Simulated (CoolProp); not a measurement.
A closed Brayton cycle with carbon dioxide: compressor inlet 323.15 K and 8.8 MPa, high pressure 21.6 MPa, turbine inlet 875 K, compressor efficiency 0.8, turbine efficiency 0.93, recuperator effectiveness 0 (on enthalpy, no pinch check). Each further row changes one setting.

Model: reference Helmholtz-energy equation of state, Span 1996, in CoolProp.

| case | thermal efficiency (%) | net work (kJ/kg) | compressor to turbine work | compressor exit (K) | turbine exit (K) |
|---|---|---|---|---|---|
| as stated | 13.7 | 86.9 | 0.34 | 394.0 | 759.7 |
| turbine inlet 825 K | 13.7 | … | 0.36 | 394.0 | 713.8 |
| compressor inlet 333.15 K | 13.2 | 79.6 | 0.39 | 412.2 | 759.7 |
| high pressure 18.4 MPa | 11.4 | 74.1 | 0.32 | … | … |
| recuperator effectiveness 0.5 | … | 86.9 | 0.34 | 394.0 | 759.7 |

Question: Complete the blanks.

Answer: 
- turbine inlet 825 K, net work (kJ/kg): 78.6
- high pressure 18.4 MPa, compressor exit (K): 381.0
- high pressure 18.4 MPa, turbine exit (K): 779.7
- recuperator effectiveness 0.5, thermal efficiency (%): 20.6
